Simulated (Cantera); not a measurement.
Input: 1 mol V, 7.4 mol NH3, 91 mol N2, equilibrated at 3.80 mbar.

Equilibrium computed with Cantera from the NASA thermochemical tables; the gas is ideal and each condensed phase is pure. Candidate condensed phases: V, VN; 11 gas species. VN: taken at fixed stoichiometry. Condensed phases not in the tables: V2N, N, O or C dissolved in the metal. Rates play no part.

x: gas mole fraction; n: condensed amount in mol.

```csv
T (K),x N2,x H,x H2,x V,x N,x VN,n VN(s),n V(s)
2000,0.890,0.00837,0.101,0.000462,1.38e-8,4.26e-8,0.951,0
2075,0.887,0.0135,0.0973,0.00181,3.91e-8,1.67e-7,0,0.807
2150,0.881,0.0209,0.0929,0.00498,1.03e-7,4.57e-7,0,0.465
2225,0.873,[?],0.0868,0.00922,[?],8.42e-7,0,0
2300,0.867,[?],[?],0.00916,[?],8.34e-7,0,0
2375,0.860,0.0607,0.0704,0.00908,1.30e-6,8.22e-7,0,0
2450,0.851,0.0798,0.0599,0.00899,2.73e-6,8.09e-7,0,0
2525,0.842,0.100,0.0486,0.00889,5.47e-6,7.95e-7,0,0
2600,0.833,0.120,0.0374,0.00880,1.05e-5,7.81e-7,0,0
```

Complete the blanks.


- 2225, x H: 0.0310
- 2225, x N: 2.54e-7
- 2300, x H: 0.0443
- 2300, x H2: 0.0795
- 2300, x N: 5.90e-7
